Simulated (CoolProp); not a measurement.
Saturation properties of R125 (Tc = 339.2 K, pc = 36.18 bar, ω = 0.305).

The numbers come from the reference Helmholtz-energy equation of state, Lemmon 2005 in CoolProp.

| T (K) | p (bar) | liquid density (kg/m³) | vapour density (kg/m³) | enthalpy of vaporisation (kJ/kg) | liquid conductivity (mW/(m K)) |
|---|---|---|---|---|---|
| 190.6 | 0.1288 | ? | 0.9852 | 181.6 | 108 |
| 197.4 | ? | 1609 | 1.537 | 178.3 | 104 |
| 204.2 | 0.3211 | 1586 | 2.314 | 174.9 | 101 |
| 210.9 | 0.4783 | 1563 | ? | 171.6 | 97.9 |
| 217.7 | 0.6959 | 1540 | 4.771 | 168.0 | 94.7 |
| 224.5 | 0.9856 | 1516 | 6.616 | 164.4 | 91.6 |
| 231.3 | 1.363 | ? | ? | 160.6 | 88.4 |
| 238.1 | 1.845 | 1465 | 11.96 | 156.7 | 85.3 |

Problem. Fill in the missing entries.

Solution. 
- 190.6, liquid density (kg/m³): 1632
- 197.4, p (bar): 0.2072
- 210.9, vapour density (kg/m³): 3.359
- 231.3, liquid density (kg/m³): 1491
- 231.3, vapour density (kg/m³): 8.979

It boils at 225.1 K under 1 atm.

Thermal conductivity comes from a separate model (Perkins 2006).
